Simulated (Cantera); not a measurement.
Cantera run, input and output.

```python
import numpy as np
import cantera as ct

gas = ct.Solution("h2o2.yaml")
gas.TPX = 998, 150, {'H2': 0.014, 'O2': 1}
reactor = ct.IdealGasConstPressureReactor(gas, energy="off", clone=False)
net = ct.ReactorNet([reactor])
net.rtol, net.atol = 1e-08, 1e-18
show = ['H2', 'O2', 'HO2', 'OH', 'H2O', 'H', 'H2O2']
times = np.geomspace(7e-06, 200, 15)

steps = ct.SolutionArray(gas, extra=["t"])
rows = []
print(f"{'t/s':>10s}{'T/K':>9s}{'P/Pa':>11s}" + "".join(f"{s:>11s}" for s in show))
for t in times:
    while net.time < t:
        t_next = net.step()
        steps.append(gas.state, t=t_next)
    rows.append([np.interp(t, steps.t, y) for y in (steps.T, steps.P, *steps(*show).X.T)])
    print(f"{t:10.3e}{rows[-1][0]:9.1f}{rows[-1][1]:11.4g}" + "".join(f"{x:11.3e}" for x in rows[-1][2:]))
rate = np.gradient(steps.T, steps.t)
print("integrator steps:", len(steps.t))
if steps.T.max() > steps.T[0] + 200:
    print(f"time of steepest temperature rise: {steps.t[rate.argmax()]:.4e} s")
gas.TPX = 998, 150, {'H2': 0.014, 'O2': 1}
gas.equilibrate("TP")
print(f"equilibrium (TP): T = {gas.T:.1f} K  " + "  ".join(f"{s} {gas[s].X[0]:.3e}" for s in show))
```

It prints:

```
       t/s      T/K       P/Pa         H2         O2        HO2         OH        H2O          H       H2O2
 7.000e-06    998.0        150  1.381e-02  9.862e-01  9.850e-14  3.190e-16  3.303e-19  9.818e-14  5.824e-21
 2.386e-05    998.0        150  1.381e-02  9.862e-01  3.357e-13  3.478e-15  1.122e-17  3.323e-13  6.398e-20
 8.133e-05    998.0        150  1.381e-02  9.862e-01  1.144e-12  3.867e-14  3.546e-16  1.106e-12  7.259e-19
 2.772e-04    998.0        150  1.381e-02  9.862e-01  3.901e-12  4.183e-13  1.289e-14  3.486e-12  8.421e-18
 9.449e-04    998.0        150  1.381e-02  9.862e-01  1.330e-11  3.909e-12  4.325e-13  9.525e-12  9.793e-17
 3.221e-03    998.0        150  1.381e-02  9.862e-01  4.537e-11  2.698e-11  1.111e-11  2.248e-11  1.134e-15
 1.098e-02    998.0        150  1.381e-02  9.862e-01  1.550e-10  1.848e-10  2.448e-10  8.902e-11  1.318e-14
 3.742e-02    998.0        150  1.381e-02  9.862e-01  5.609e-10  8.803e-09  2.005e-08  3.749e-09  1.562e-13
 1.275e-01    998.0        150  1.028e-02  9.834e-01  4.269e-07  8.344e-04  2.762e-03  6.925e-04  9.870e-09
 4.347e-01    998.0        150  8.098e-05  9.753e-01  3.296e-07  4.923e-04  1.284e-02  1.290e-03  2.620e-09
 1.482e+00    998.0        150  6.025e-05  9.780e-01  2.985e-07  4.254e-04  1.315e-02  8.305e-04  2.662e-09
 5.050e+00    998.0        150  2.759e-05  9.825e-01  2.217e-07  2.880e-04  1.358e-02  2.516e-04  2.762e-09
 1.721e+01    998.0        150  5.684e-06  9.853e-01  1.073e-07  1.311e-04  1.381e-02  2.346e-05  2.569e-09
 5.868e+01    998.0        150  6.740e-07  9.860e-01  3.148e-08  4.549e-05  1.388e-02  9.761e-07  1.739e-09
 2.000e+02    998.0        150  7.509e-08  9.861e-01  6.482e-09  1.530e-05  1.389e-02  3.698e-08  7.488e-10
integrator steps: 1613
equilibrium (TP): T = 998.0 K  H2 2.996e-11  O2 9.861e-01  HO2 2.111e-10  OH 3.093e-07  H2O 1.390e-02  H 3.060e-13  H2O2 1.468e-12
```

Cantera simulation using the H2/O2 subset of GRI-Mech 3.0, which has no nitrogen chemistry; the numbers are that mechanism's predictions, not measurements. Radical loss at walls, strong at low pressure, is not modelled.
